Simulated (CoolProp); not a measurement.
Model: reference Helmholtz-energy equation of state, Thol 2016, in CoolProp.

Problem. Give the vapour pressure (MPa), liquid cp (kJ/(kg K)), vapour Z, surface tension (mN/m) of saturated hexamethyldisiloxane (MM) at 456.5, 474.4, 492.4 K.

Solution. 
```
T (K)  p (MPa)  liquid cp (kJ/(kg K))  vapour Z  surface tension (mN/m)
-----  -------  ---------------------  --------  ----------------------
456.5    0.683                   2.44     0.752                    3.08
474.4    0.941                   2.57     0.684                    2.00
492.4     1.27                   2.83     0.596                    1.03
```

Surface tension comes from a separate correlation (Mulero 2014), older than this fluid's equation and unchecked against measurements.
